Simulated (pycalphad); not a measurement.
Computed with pycalphad from the COST 507 light-alloy database (1999), at 1 atm. No gas phase is included, though pure Mg would boil below 1650 K. The database dates from 1999; later assessments differ in places, in temperatures and in the compounds included. Kinetics are ignored, which matters at the lower temperatures.

Molar enthalpy of Al-3.925Si-1.658Mg (wt.%) in equilibrium (SER reference):

```tsv
T (K)	H (kJ/mol)	phases
1650	52.19	LIQUID
1570	49.66	LIQUID
1490	47.13	LIQUID
1410	44.60	LIQUID
1330	42.07	LIQUID
1250	39.54	LIQUID
1170	37.01	LIQUID
1090	34.48	LIQUID
1010	31.96	LIQUID
970	30.69	LIQUID
930	29.43	LIQUID
850	19.46	FCC_A1 + LIQUID
810	14.16	FCC_A1 + DIAMOND_A4 + MG2SI
770	12.72	FCC_A1 + DIAMOND_A4 + MG2SI
690	10.07	FCC_A1 + DIAMOND_A4 + MG2SI
610	7.65	FCC_A1 + DIAMOND_A4 + MG2SI
530	5.39	FCC_A1 + DIAMOND_A4 + MG2SI
450	3.23	FCC_A1 + DIAMOND_A4 + MG2SI
370	1.17	FCC_A1 + DIAMOND_A4 + MG2SI
```

Cooling from 930 K to 810 K, across the freezing range, releases 15.3 kJ/mol, or 566 J/g. The slope is 32 J/(mol K) in the liquid and 36 J/(mol K) just below the solidus, where it includes any heat of precipitation. Liquidus 903 K, solidus 831 K. Changes were sought between steps of 40 K, so a narrower field can be missed.

Database names, with the compositions (at.%) that they take in these runs: MG2SI: Mg 67 Si 33. FCC_A1 is fcc; DIAMOND_A4 is diamond (Si).
